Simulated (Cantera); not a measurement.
Input: 1 mol Si₃N₄, 0.19 mol N₂O, 26 mol H₂, held at 1200 K and 13300 Pa.

Method: chemical equilibrium by Gibbs-energy minimisation in Cantera with the NASA 1993 tables (ideal gas, pure condensed phases). Candidate condensed phases: H₂O, Si, SiO₂, Si₂N₂O, Si₃N₄; 35 gas species. Mutual solubility and eutectic melting of coexisting phases are not modelled. Rates play no part.

Base state: H₂ 0.990, N₂ 0.00965 (mole fractions); condensed: Si₂N₂O(s) + Si₃N₄(s).

Question: What changes in the equilibrium state with this change: N₂O from 0.19 to 0.3 mol?

Answer: 
| species | before | after |
|---|---|---|
| H₂ | 0.990 | 0.985 |
| N₂ | 0.00965 | 0.0152 |
| Si₂N₂O(s), mol | 0.190 | 0.300 |
| Si₃N₄(s), mol | 0.873 | 0.800 |

Question: What changes in the equilibrium state with this change: N₂O from 0.19 to 1.2 mol?

Answer: 
```
species          before   after
--------------  -------  ------
H₂                0.990   0.942
N₂              0.00965  0.0580
Si₂N₂O(s), mol    0.190    1.20
Si₃N₄(s), mol     0.873   0.200
```

Question: What changes in the equilibrium state with this change: N₂O from 0.19 to 0.08 mol?

Answer: 
| species | before | after |
|---|---|---|
| H₂ | 0.990 | 0.996 |
| N₂ | 0.00965 | 0.00409 |
| Si₂N₂O(s), mol | 0.190 | 0.0800 |
| Si₃N₄(s), mol | 0.873 | 0.947 |
